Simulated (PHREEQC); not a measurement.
Solution (20 °C): 4.5 mmol/kgw BaCl2. Closed to the air; pH follows from the charge balance.

Model: ion-association model, wateq4f.dat, run in PHREEQC.

The ionic strength is 0.0135 mol/kgw.

```json
[
 {"species": "Cl-", "molality": "0.00900", "activity": "0.00799", "log γ": "-0.052"},
 {"species": "Ba+2", "molality": "0.00450", "activity": "0.00286", "log γ": "-0.197"},
 {"species": "H+", "molality": "9.26e-8", "activity": "8.37e-8", "log γ": "-0.044"},
 {"species": "OH-", "molality": "9.13e-8", "activity": "8.11e-8", "log γ": "-0.052"},
 {"species": "BaOH+", "molality": "1.29e-9", "activity": "1.16e-9", "log γ": "-0.049"}
]
```

Precipitation was switched off in this run. Complexes and solids missing from the database can't appear.
